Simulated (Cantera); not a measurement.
NO annealing gas

An isothermal, constant-pressure homogeneous reactor starts with NO : N₂ = 1 : 0.16 (molar parts), at 1950 K and 19.5 Torr.

Detailed kinetics in Cantera: GRI-Mech 3.0 (53 species, 325 reactions). Radical loss at walls, strong at low pressure, is not modelled.

```
t (s)      x NO    x NO₂       x O   x N₂     x N₂O      x O₂
--------  -----  -------  --------  -----  --------  --------
0.000500  0.862  9.97e-8   7.72e-6  0.138   7.65e-6   5.13e-8
0.00116   0.862  5.09e-7   1.80e-5  0.138   1.75e-5   2.81e-7
0.00271   0.862  2.40e-6   4.18e-5  0.138   3.93e-5   1.57e-6
0.00630   0.862  9.43e-6   9.82e-5  0.138   8.42e-5   9.47e-6
0.0147    0.861  2.54e-5  0.000221  0.138  0.000161   6.44e-5
0.0341    0.861  3.97e-5  0.000382  0.138  0.000241  0.000384
0.0794    0.858  4.54e-5  0.000450  0.140  0.000267   0.00148
0.185     0.853  5.11e-5  0.000478  0.142  0.000262   0.00421
0.430     0.840  6.28e-5  0.000533  0.149  0.000248    0.0107
1.00      0.808  8.46e-5  0.000643  0.164  0.000219    0.0262
```
x: mole fraction; the columns are a selection and need not sum to one.

Equilibrium at this temperature and pressure: NO 0.00805, NO₂ 3.47e-6, O 0.00184, N₂ 0.564, N₂O 6.20e-8, O₂ 0.426 (gas phase only).
